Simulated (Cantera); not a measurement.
A closed system holds: 1 mol Ti, 0.01 mol H2O, 2.7 mol H2, held at 0.00133 bar.

Method: chemical equilibrium by Gibbs-energy minimisation in Cantera with the NASA 1993 tables (ideal gas, pure condensed phases). Candidate condensed phases: H2O, Ti, TiO, TiO2, Ti2O3, Ti3O5, Ti4O7; 12 gas species. Mutual solubility and eutectic melting of coexisting phases are not modelled. TiO: taken at fixed stoichiometry. Condensed phases not in the tables: N, O or C dissolved in the metal. Kinetics and transport are ignored.

x: gas mole fraction; n: condensed amount in mol.

```json
[
 {"T (K)": "1023", "x H2": "1.00", "x H": "?", "x Ti": "<1e-12", "x H2O": "<1e-12", "n Ti(α)": "0.990", "n TiO(s)": "0.0100", "n Ti(β)": "0"},
 {"T (K)": "1098", "x H2": "1.000", "x H": "?", "x Ti": "1.03e-12", "x H2O": "1.25e-12", "n Ti(α)": "0.990", "n TiO(s)": "0.0100", "n Ti(β)": "0"},
 {"T (K)": "1173", "x H2": "1.000", "x H": "?", "x Ti": "2.69e-11", "x H2O": "9.48e-12", "n Ti(α)": "0", "n TiO(s)": "0.0100", "n Ti(β)": "0.990"},
 {"T (K)": "1248", "x H2": "1.000", "x H": "?", "x Ti": "4.64e-10", "x H2O": "5.71e-11", "n Ti(α)": "0", "n TiO(s)": "0.0100", "n Ti(β)": "0.990"},
 {"T (K)": "1323", "x H2": "1.000", "x H": "?", "x Ti": "5.78e-9", "x H2O": "2.73e-10", "n Ti(α)": "0", "n TiO(s)": "0.0100", "n Ti(β)": "0.990"},
 {"T (K)": "1398", "x H2": "1.000", "x H": "?", "x Ti": "5.47e-8", "x H2O": "1.09e-9", "n Ti(α)": "0", "n TiO(s)": "0.0100", "n Ti(β)": "0.990"},
 {"T (K)": "1473", "x H2": "1.000", "x H": "?", "x Ti": "4.11e-7", "x H2O": "3.76e-9", "n Ti(α)": "0", "n TiO(s)": "0.01000", "n Ti(β)": "0.990"}
]
```

**Question.** Fill in the missing entries.

**Answer.** 
- 1023, x H: 1.13e-7
- 1098, x H: 6.77e-7
- 1173, x H: 3.23e-6
- 1248, x H: 1.28e-5
- 1323, x H: 4.34e-5
- 1398, x H: 0.000130
- 1473, x H: 0.000346
